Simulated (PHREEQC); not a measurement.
**Reverse-osmosis permeate: speciation**

Synthetic water in mg/L, 25 °C, pH 6.76, pe 12:

| constituent | mg/L |
|---|---|
| Na | 8.18 |
| K | 1.64 |
| Ca | 1.78 |
| Mg | 3.99 |
| Cl | 6 |
| S(6) as SO4 | 12.8 |
| Alkalinity as HCO3 | 43.4 |
| Cd | 0.018 |
| Li | 0.172 |
| F | 0.00286 |
| Zn | 0.156 |

Valence states are taken as typed.

The numbers come from PHREEQC with the ion-association model, phreeqc.dat.

No solid was allowed to form.

**Question.** Estimate the specific conductance, charge-balance error.

**Answer.** specific conductance 105 µS/cm; charge-balance error -15.3 %.

**Question.** In which forms is Cd present?

**Answer.** Cd+2 94 %, CdSO4 2.5 %, CdHCO3+ 1.8 %, CdCl+ 1.3 % of the Cd.
